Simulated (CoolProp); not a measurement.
Vapour pressure (MPa) of toluene: the reference equation beside estimates from Tc = 318.6 °C, pc = 4.126 MPa, ω = 0.266. Clausius-Clapeyron is anchored at 127.25 °C with a constant enthalpy of vaporisation of 32.20 kJ/mol.

Values from CoolProp's reference Helmholtz-energy equation of state, Lemmon 2006. It is a short technical equation, of lower accuracy than the large ones.

```tsv
T (°C)	reference	Lee-Kesler	Clausius-Clapeyron	Soave-Redlich-Kwong	Peng-Robinson
47.85	0.01120	___	0.01453	0.01088	0.01142
74.25	0.03174	0.03071	0.03634	0.03105	0.03192
100.75	0.07595	0.07463	0.08008	0.07493	0.07583
127.25	0.1589	0.1582	0.1589	0.1582	0.1583
153.75	___	0.3007	0.2897	___	0.2986
180.25	0.5197	0.5243	0.4923	0.5252	0.5194
206.75	0.8441	0.8530	0.7891	0.8580	0.8468
233.15	1.299	___	1.202	1.325	1.308
259.65	1.919	1.934	1.758	1.959	1.937
```

Question: What belongs in the gaps?

Answer: 
- 47.85, Lee-Kesler: 0.01067
- 153.75, reference: 0.2996
- 153.75, Soave-Redlich-Kwong: 0.3005
- 233.15, Lee-Kesler: 1.311

Absolute difference from the reference over all 9 rows, mean and median: Lee-Kesler 1.6 and 0.9 %, Clausius-Clapeyron 9.0 and 6.5 %, Soave-Redlich-Kwong 1.5 and 1.6 %, Peng-Robinson 0.6 and 0.4 %.
